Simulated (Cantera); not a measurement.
What does this Cantera script print?

```python
import numpy as np
import cantera as ct

gas_names = """
    O3 NO ZrO2
""".split()
cond_names = """
    ZrN(s) ZrN(L)
""".split()


# ... load() reads the species with a 1 bar reference pressure and builds the phases ...
species = {s.name: s for s in load("nasa_gas.yaml", gas_names) + load("nasa_condensed.yaml", cond_names)}
# Each term lists the table entries of one substance; the one whose range holds T is used.
reactions = {
    'O3(g) + ZrN = NO(g) + ZrO2(g)':
        [(-1, ['O3']), (-1, ['ZrN(s)', 'ZrN(L)']), (1, ['NO']), (1, ['ZrO2'])],
}


def pick(names, T):
    return next(species[n] for n in names if species[n].thermo.min_temp <= T <= species[n].thermo.max_temp)


results = []
for label, terms in reactions.items():
    print(label)
    print("     T/K   dH/kJ  dS/(J/K)   dG/kJ   log10 K")
    for T in [350, 400, 450, 500, 550, 600, 650]:
        used = [(nu, pick(names, T)) for nu, names in terms]
        dH = sum(nu * s.thermo.h(T) for nu, s in used) / 1e6
        dS = sum(nu * s.thermo.s(T) for nu, s in used) / 1e3
        dG = dH - T * dS / 1e3
        logK = -dG * 1e6 / (ct.gas_constant * T * np.log(10))
        results.append((label, T, dH, dS, dG, logK, [s.name for _, s in used]))
        print(f"{T:8g} {dH:8.1f} {dS:8.1f} {dG:8.1f} {logK:8.2f}")
```

It prints:

```
O3(g) + ZrN = NO(g) + ZrO2(g)
     T/K   dH/kJ  dS/(J/K)   dG/kJ   log10 K
     350     28.2    205.7    -43.7     6.53
     400     27.9    204.7    -54.0     7.05
     450     27.4    203.5    -64.2     7.45
     500     26.8    202.3    -74.4     7.77
     550     26.1    201.1    -84.4     8.02
     600     25.4    199.8    -94.5     8.22
     650     24.7    198.6   -104.4     8.39
```

Source: NASA polynomial tables (part measured, part estimated), evaluated in Cantera. ZrN: taken at fixed stoichiometry. Condensed species are held in their standard states even where they would react or evaporate.
